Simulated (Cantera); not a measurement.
Carbothermic reduction: PbO + CO + N2

Charge: 1 mol PbO, 0.92 mol CO, 0.19 mol N2, equilibrated at 1 atm.

These are equilibrium values from Cantera (NASA tables, ideal gas, pure condensed phases), not measurements of a reactor. Candidate condensed phases: C, Pb, PbO, PbO2, Pb3O4; 27 gas species. Each liquid is taken as pure. Mutual solubility and eutectic melting of coexisting phases are not modelled. Gases not in the tables: (PbO)n polymers. Equilibrium is a limit: real reactors are often held back by kinetics, nucleation or transport.

From 973 K to 1123 K the condensed part is Pb(l) + PbO(yellow). From 1273 K to 1573 K the condensed part is Pb(l) + PbO(l). At 1723 K the condensed part is Pb(l). From 1873 K to 2323 K nothing is condensed.

| T (K) | x CO2 | x Pb | x N2 | x PbO | x CO | x O2 | x Pb2 | x NO | n Pb(l) | n PbO(yellow) | n PbO(l) |
|---|---|---|---|---|---|---|---|---|---|---|---|
| 973 | 0.829 | 8.63e-6 | 0.171 | 1.19e-7 | 6.85e-5 | <1e-12 | 1.79e-11 | 6.68e-12 | 0.920 | 0.0801 | 0 |
| 1123 | 0.828 | 0.000180 | 0.171 | 1.13e-5 | 0.000201 | 1.06e-10 | 2.90e-9 | 1.09e-9 | 0.920 | 0.0802 | 0 |
| 1273 | 0.827 | 0.00181 | 0.171 | 0.000276 | 0.000588 | 1.51e-8 | 1.36e-7 | 4.13e-8 | 0.917 | 0 | 0.0803 |
| 1423 | 0.816 | 0.0111 | 0.169 | 0.00308 | 0.00148 | 6.27e-7 | 2.76e-6 | 6.58e-7 | 0.906 | 0 | 0.0782 |
| 1573 | 0.769 | 0.0474 | 0.159 | 0.0210 | 0.00303 | 1.22e-5 | 3.09e-5 | 5.90e-6 | 0.860 | 0 | 0.0585 |
| 1723 | 0.638 | 0.157 | 0.133 | 0.0637 | 0.00761 | 5.55e-5 | 0.000223 | 2.12e-5 | 0.686 | 0 | 0 |
| 1873 | 0.408 | 0.406 | 0.0901 | 0.0662 | 0.0283 | 3.71e-5 | 0.00106 | 2.37e-5 | 0 | 0 | 0 |
| 2023 | 0.393 | 0.392 | 0.0900 | 0.0811 | 0.0437 | 0.000204 | 0.000723 | 8.58e-5 | 0 | 0 | 0 |
| 2173 | 0.374 | 0.376 | 0.0899 | 0.0971 | 0.0614 | 0.000916 | 0.000508 | 0.000265 | 0 | 0 | 0 |
| 2323 | 0.353 | 0.360 | 0.0894 | 0.112 | 0.0814 | 0.00334 | 0.000367 | 0.000698 | 0 | 0 | 0 |
x: gas mole fraction; n: condensed amount in mol.
